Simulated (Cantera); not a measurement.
A closed system holds: 1 mol V, 1.1 mol N2, 0.34 mol N2O, held at 2475 K and 0.00133 bar.

Method: chemical equilibrium by Gibbs-energy minimisation in Cantera with the NASA 1993 tables (ideal gas, pure condensed phases). Candidate condensed phases: V, VN, VO, V2O3, V2O4, V2O5; 13 gas species. Kinetics and transport are ignored.

Base state: N2 0.590, V 0.279, VO 0.123, VO2 0.00817, O 4.92e-5, VN 1.24e-5 (mole fractions); condensed: gas only.

### Question
What changes in the equilibrium state with this change: V replaced by Cr?

### Answer
| species | before | after |
|---|---|---|
| N2 | 0.590 | 0.578 |
| Cr | 0 | 0.297 |
| CrO | 0 | 0.0958 |
| V | 0.279 | 0 |
| VO | 0.123 | 0 |
| O | 4.92e-5 | 0.0158 |
| CrO2 | 0 | 0.00957 |
| VO2 | 0.00817 | 0 |
| O2 | 1.97e-8 | 0.00204 |
| VN | 1.24e-5 | 0 |
Further candidate phases: Cr, CrN, Cr2N, Cr2O3.
